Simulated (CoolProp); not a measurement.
n-hexane along the isobar 19 bar: Z from the reference equation and from simpler models built on Tc = 234.7 °C, pc = 30.44 bar, ω = 0.300; each cubic takes its own stable root.

Values from CoolProp's reference Helmholtz-energy equation of state, Thol 2019.

```tsv
T (°C)	phase	reference	van der Waals	Redlich-Kwong	Soave-Redlich-Kwong	Peng-Robinson
130.75	liquid	0.08864	0.1482	0.1049	0.09957	…
146.15	liquid	0.08849	0.1485	0.1060	0.1003	0.08850
161.55	liquid	0.08894	0.1503	0.1081	…	0.09004
176.95	liquid	0.09023	0.1545	…	0.1053	0.09297
192.35	liquid	0.09296	0.6840	0.1191	0.1113	0.09840
207.75	gas	0.6362	0.7222	0.6747	0.6576	0.6346
223.25	gas	0.7000	0.7524	0.7184	0.7129	…
238.65	gas	0.7442	0.7770	0.7521	0.7537	…
254.05	gas	…	0.7978	…	0.7859	0.7652
269.45	gas	0.8052	0.8155	0.8022	0.8125	0.7923
284.85	gas	0.8277	0.8310	0.8216	0.8347	0.8152
300.25	gas	0.8467	0.8446	0.8384	0.8538	0.8348
315.65	gas	0.8630	0.8566	0.8530	0.8702	0.8518
```

**Question.** What belongs in the gaps?

**Answer.** 
- 130.75, Peng-Robinson: 0.08790
- 161.55, Soave-Redlich-Kwong: 0.1020
- 176.95, Redlich-Kwong: 0.1120
- 223.25, Peng-Robinson: 0.6907
- 238.65, Peng-Robinson: 0.7322
- 254.05, reference: 0.7780
- 254.05, Redlich-Kwong: 0.7794

At some of these states van der Waals gives the other phase, because its saturation line lies elsewhere.
